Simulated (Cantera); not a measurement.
A perfectly stirred reactor is fed with CH₄ : O₂ : N₂ : H₂O = 1 : 2.27 : 8.55 : 1.9 (molar parts), equivalence ratio 0.88, at 1000000 Pa; it is adiabatic with a 700 K inlet, and is followed from long to short residence time, starting on the burning branch (τ in s: 0.082, 0.033, 0.013, 0.0055, 0.0022, 0.0009, 0.00037, 0.00015, 6e-05).

Model: GRI-Mech 3.0 (53 species, 325 reactions), integrated in Cantera.

Q: What does this change do: 0.46 parts CO2 added?

A: 
```tsv
quantity	before	after
blow-out, bracketed by the residence times tried	burning at 60.0 µs, the shortest tried	burning at 60.0 µs, the shortest tried
x(CH₄) at τ = 82.0 ms	9.67e-7	1.31e-6
x(O₂) at τ = 82.0 ms	0.0192	0.0189
x(H₂O) at τ = 82.0 ms	0.282	0.273
x(CH₂) at τ = 82.0 ms	1.57e-8	1.61e-8
x(HO₂) at τ = 82.0 ms	2.62e-6	2.10e-6
x(CH₄) at τ = 2.20 ms	2.76e-5	3.42e-5
x(O₂) at τ = 2.20 ms	0.0204	0.0200
x(H₂O) at τ = 2.20 ms	0.281	0.272
x(CH₂) at τ = 2.20 ms	5.28e-7	5.26e-7
x(HO₂) at τ = 2.20 ms	4.10e-6	4.02e-6
```
